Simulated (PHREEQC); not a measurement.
Make-up at 25 °C: 0.018 mol/kgw CuSO4, 3.7e-05 mol/kgw H2SO4 and 0.19 mol/kgw H3BO3. Closed to the air; pH follows from the charge balance.

The numbers come from PHREEQC with the ion-association model, phreeqc.dat.

```json
[
 {"quantity": "pH", "before": "4.35", "after": "4.21"},
 {"quantity": "ionic strength (mol/kgw)", "before": "0.0467", "after": "0.0443"},
 {"quantity": "SO4-2 (mol/kgw)", "before": "0.0117", "after": "0.0110"},
 {"quantity": "Cu+2 (mol/kgw)", "before": "0.0117", "after": "0.0110"},
 {"quantity": "CuSO4 (mol/kgw)", "before": "0.00634", "after": "0.00685"},
 {"quantity": "HSO4- (mol/kgw)", "before": "2.91e-5", "after": "0.000147"}
]
```

**Question.** What was changed between the two runs?
A) CuSO4 from 0.018 to 0.027 mol/kgw
B) CuSO4 from 0.018 to 0.0198 mol/kgw
C) temperature from 25 to 90 °C
D) temperature from 25 to 80 °C
E) H2SO4 from 3.7e-05 to 0.00037 mol/kgw

**Answer.** D, temperature from 25 to 80 °C

No solid was allowed to form. At this temperature some constants are extrapolated from 25 °C, and those without enthalpy data are left unchanged.
